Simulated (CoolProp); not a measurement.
500 sccm (0 °C, 1 atm) of nitrogen bubbles through liquid n-decane at 338.4 K and leaves saturated at a total pressure of 0.0447 MPa (ideal gas phase). Each further row changes one setting.

Model: reference Helmholtz-energy equation of state, Lemmon 2006, in CoolProp. It is a short technical equation, of lower accuracy than the large ones.

| case | vapour pressure (kPa) | mole fraction of vapour | delivery (mg/min) | delivery (sccm) | change of delivery for a bath 1 K warmer (%) |
|---|---|---|---|---|---|
| as stated | 2.00 | 0.0448 | 149 | 23.4 | ___ |
| bath temperature 343.4 K | ___ | 0.0575 | 194 | 30.5 | 5.3 |
| total pressure 0.0894 MPa | 2.00 | ___ | 72.7 | ___ | 5.3 |

Task: Fill in the missing entries.

Result: 
- as stated, change of delivery for a bath 1 K warmer (%): 5.5
- bath temperature 343.4 K, vapour pressure (kPa): 2.57
- total pressure 0.0894 MPa, mole fraction of vapour: 0.0224
- total pressure 0.0894 MPa, delivery (sccm): 11.5
